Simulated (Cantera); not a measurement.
An isothermal, constant-pressure homogeneous reactor starts with C₂H₆ : N₂ = 1 : 2.8 (molar parts), at 1650 K and 100000 Pa.

Cantera simulation using GRI-Mech 3.0 (53 species, 325 reactions); the numbers are that mechanism's predictions, not measurements. GRI-Mech 3.0 stops at C3 and has no aromatics, soot or wall deposition, so with more carbon than oxygen in the feed, carbon stays in small species such as C2H2 where larger ones or solid carbon would form.

x: mole fraction; the columns are a selection and need not sum to one.

```
t (s)      x C₂H₆   x CH₄    x CH₂    x HCN     x CH₃    x C₂H   x C₂H₄
--------  -------  ------  -------  -------  --------  -------  -------
0.000200  0.00194  0.0810  4.56e-7  1.67e-7  0.000953  1.92e-7   0.0833
0.000860      ___  0.0784      ___  1.62e-7       ___      ___      ___
0.00369   5.25e-5  0.0741  2.85e-8  1.58e-7  0.000213  8.76e-8  0.00867
0.0159    4.10e-5  0.0660  2.60e-8  1.59e-7  0.000192  9.30e-8  0.00323
0.0682    2.05e-5  0.0453  1.92e-8  1.69e-7  0.000136  1.00e-7  0.00342
0.293         ___     ___      ___      ___       ___  1.11e-7  0.00375
1.26      3.85e-6  0.0147  7.55e-9  2.97e-7   4.79e-5  1.15e-7  0.00386
5.41      3.84e-6  0.0147  7.53e-9  6.95e-7   4.78e-5  1.15e-7  0.00386
23.3      3.84e-6  0.0147  7.53e-9  2.48e-6   4.78e-5  1.15e-7  0.00386
100       3.84e-6  0.0147  7.53e-9  1.13e-5   4.78e-5  1.15e-7  0.00386
```

**Question.** Complete the blanks.

**Answer.** 
- 0.000860, x C₂H₆: 8.65e-5
- 0.000860, x CH₂: 3.61e-8
- 0.000860, x CH₃: 0.000244
- 0.000860, x C₂H: 7.59e-8
- 0.000860, x C₂H₄: 0.0429
- 0.293, x C₂H₆: 5.91e-6
- 0.293, x CH₄: 0.0209
- 0.293, x CH₂: 1.02e-8
- 0.293, x HCN: 2.01e-7
- 0.293, x CH₃: 6.65e-5
